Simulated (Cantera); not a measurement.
Feed: 1 mol SiH4, 0.52 mol C2H2, 1.5 mol H2, held at 1652 °C and 31.0 mbar.

Method: chemical equilibrium by Gibbs-energy minimisation in Cantera with the NASA 1993 tables (ideal gas, pure condensed phases). Candidate condensed phases: C, C6H6, C7H8, C8H18, Si, SiC; 87 gas species. Rates play no part.

**Question.** What is the equilibrium state?

**Answer.** x(H2): 0.994
x(H): 0.00541
x(C2H2 (acetylene)): 0.000455
x(Si): 2.31e-5
x(CH4): 1.60e-5
x(SiH): 3.30e-6
x(SiH2): 2.78e-6
x(CH3): 1.74e-6
n(C(graphite)): 0.0364 mol
n(SiC(s)): 1.000 mol
gas amount: 4.031 mol
log10 activity of Si(l) (absent): -1.39
